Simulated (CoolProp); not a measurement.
Vapour-liquid equilibrium of CH2F2 (R32) (1) + R125 (2) at -60.45 °C; x and y are mole fractions of (1).

Model: multi-fluid Helmholtz-energy mixture model, Tillner-Roth 1997 and Lemmon 2005; pair parameters Lemmon 2004, in CoolProp.

```csv
x,bubble pressure (bar),y at the bubble point,dew pressure at overall composition x (bar),liquid density (mol/L)
0.05,0.5376,0.064,0.5359,13.28
0.125,0.5498,0.157,0.5456,13.77
0.2,0.5621,0.245,0.5558,14.29
0.275,0.5742,0.329,0.5664,14.84
0.35,0.5857,0.408,0.5772,15.44
0.425,0.5964,0.482,0.5882,16.09
0.5,0.6062,0.553,0.5989,16.79
0.575,0.6150,0.620,0.6092,17.56
0.65,0.6224,0.685,0.6185,18.40
0.725,0.6285,0.749,0.6264,19.33
0.8,0.6330,0.813,0.6322,20.36
0.875,0.6355,0.878,0.6354,21.51
0.95,0.6354,0.948,0.6354,22.81
```

y crosses x between x = 0.875 and 0.95: the model has an azeotrope there.

The pair parameters rest on a limited set of measurements; away from them the model extrapolates.
